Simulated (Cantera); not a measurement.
Input: 1 mol MgO, 1 mol Cl2, 0.34 mol N2, held at 428 Torr.

Cantera equilibrium calculation (NASA polynomials, part measured and part estimated; ideal gas, pure solids and liquids). Candidate condensed phases: Mg, MgCl2, MgO; 18 gas species. Mutual solubility and eutectic melting of coexisting phases are not modelled. The numbers say what is thermodynamically allowed, not how fast it happens.

Which condensed phases are stable at each of these points (T (°C)): 800, 875, 950, 1025, 1100, 1175, 1250, 1325, 1400, 1475, 1550?


```json
[
 {"T (°C)": "800", "condensed phases": "MgCl2(l) + MgO(s)", "Mg condensed (%)": "99.8"},
 {"T (°C)": "875", "condensed phases": "MgCl2(l) + MgO(s)", "Mg condensed (%)": "99.2"},
 {"T (°C)": "950", "condensed phases": "MgCl2(l) + MgO(s)", "Mg condensed (%)": "97.2"},
 {"T (°C)": "1025", "condensed phases": "MgCl2(l) + MgO(s)", "Mg condensed (%)": "91.7"},
 {"T (°C)": "1100", "condensed phases": "MgO(s)", "Mg condensed (%)": "82.3"},
 {"T (°C)": "1175", "condensed phases": "MgO(s)", "Mg condensed (%)": "70.6"},
 {"T (°C)": "1250", "condensed phases": "MgO(s)", "Mg condensed (%)": "56.6"},
 {"T (°C)": "1325", "condensed phases": "MgO(s)", "Mg condensed (%)": "42.8"},
 {"T (°C)": "1400", "condensed phases": "MgO(s)", "Mg condensed (%)": "31.6"},
 {"T (°C)": "1475", "condensed phases": "MgO(s)", "Mg condensed (%)": "24.0"},
 {"T (°C)": "1550", "condensed phases": "MgO(s)", "Mg condensed (%)": "19.4"}
]
```

From 800 °C to 1025 °C the condensed part is MgCl2(l) + MgO(s). From 1100 °C to 1550 °C the condensed part is MgO(s).
